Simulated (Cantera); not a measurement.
Adiabatic ignition

An adiabatic, constant-pressure homogeneous reactor starts with H2 : O2 : N2 = 1 : 1.56 : 5.88 (molar parts), equivalence ratio 0.32, at 1598 K and 5.00 bar.

Detailed kinetics in Cantera: the H2/O2 subset of GRI-Mech 3.0, which has no nitrogen chemistry. The hydrogen kinetics of GRI-Mech 3.0 are dated; newer H2 mechanisms differ, most at raised pressure.

```csv
t (s),T (K),x H2,x O2,x OH,x H2O2,x H2O,x O
1.00e-6,1598,0.118,0.185,1.84e-5,8.34e-8,7.42e-5,1.90e-5
2.76e-6,1842,0.0142,0.123,0.0163,2.96e-6,0.0862,0.0267
7.59e-6,2246,0.00356,0.126,0.0150,7.33e-7,0.112,0.00945
2.09e-5,2363,0.000940,0.130,0.00867,4.88e-7,0.120,0.00243
5.76e-5,2384,0.000507,0.131,0.00655,5.34e-7,0.122,0.00131
0.000159,2384,0.000500,0.131,0.00651,5.36e-7,0.122,0.00130
0.000437,2384,0.000500,0.131,0.00651,5.36e-7,0.122,0.00130
0.00120,2384,0.000500,0.131,0.00651,5.36e-7,0.122,0.00130
0.00332,2384,0.000500,0.131,0.00651,5.36e-7,0.122,0.00130
0.00915,2384,0.000500,0.131,0.00651,5.36e-7,0.122,0.00130
0.0252,2384,0.000500,0.131,0.00651,5.36e-7,0.122,0.00130
0.0694,2384,0.000500,0.131,0.00651,5.36e-7,0.122,0.00130
0.191,2384,0.000500,0.131,0.00651,5.36e-7,0.122,0.00130
0.527,2384,0.000500,0.131,0.00651,5.36e-7,0.122,0.00130
1.45,2384,0.000500,0.131,0.00651,5.36e-7,0.122,0.00130
4.00,2384,0.000500,0.131,0.00651,5.36e-7,0.122,0.00130
```
x: mole fraction; the columns are a selection and need not sum to one.

```yaml
time_of_steepest_temperature_rise: 2.46 µs
temperature at 4.00 s: 2384 K
equilibrium_temperature: 2384 K
x(H2) at 4.00 s: 0.000500 (gas-phase equilibrium 0.000500)
x(O2) at 4.00 s: 0.131 (gas-phase equilibrium 0.131)
x(OH) at 4.00 s: 0.00651 (gas-phase equilibrium 0.00651)
```
